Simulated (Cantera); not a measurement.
A closed system holds: 1 mol NH3, 4.6 mol O2, held at 3075 °C and 63.0 Pa.

Equilibrium computed with Cantera from the NASA thermochemical tables; the gas is ideal and each condensed phase is pure. Candidate condensed phases: H2O; 24 gas species. Equilibrium is a limit: real reactors are often held back by kinetics, nucleation or transport.

Base state: O 0.719, H 0.236, N2 0.0382, O2 0.00299, NO 0.00183, OH 0.00107, N 0.000812, H2 0.000206 (mole fractions); condensed: gas only.

Q: What changes in the equilibrium state with this change: NH3 replaced by HI?

A: 
```json
[
 {"species": "O", "before": "0.719", "after": "0.817"},
 {"species": "I", "before": "0", "after": "0.0897"},
 {"species": "H", "before": "0.236", "after": "0.0892"},
 {"species": "N2", "before": "0.0382", "after": "0"},
 {"species": "NO", "before": "0.00183", "after": "0"},
 {"species": "N", "before": "0.000812", "after": "0"}
]
```
Further candidate phases: I2.
